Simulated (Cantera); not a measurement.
Charge: 1 mol AlCl3, 16 mol NH3, 1.6 mol H2, a varied amount of H2O, at 1375 K and 89.0 Pa.

Equilibrium computed with Cantera from the NASA thermochemical tables; the gas is ideal and each condensed phase is pure. Candidate condensed phases: Al, AlCl3, AlN, Al2O3, H2O, NH4Cl; 45 gas species. Mutual solubility and eutectic melting of coexisting phases are not modelled. The numbers say what is thermodynamically allowed, not how fast it happens.

Q: Which condensed phases are stable at each of these points (n(H2O) (mol)): 0.41, 1.1, 1.8, 2.5, 3.2, 4, 4.7, 5.4, 6.1?

A: 
```csv
n(H2O) (mol),condensed phases,Al condensed (%)
0.41,AlN(s) + Al2O3(s),39.5
1.1,Al2O3(s),73.3
1.8,Al2O3(s),100.0
2.5,Al2O3(s),100.0
3.2,Al2O3(s),100.0
4,Al2O3(s),100.0
4.7,Al2O3(s),100.0
5.4,Al2O3(s),100.0
6.1,Al2O3(s),100.0
```

At 0.41 mol H2O the condensed part is AlN(s) + Al2O3(s). From 1.1 mol H2O to 6.1 mol H2O the condensed part is Al2O3(s).
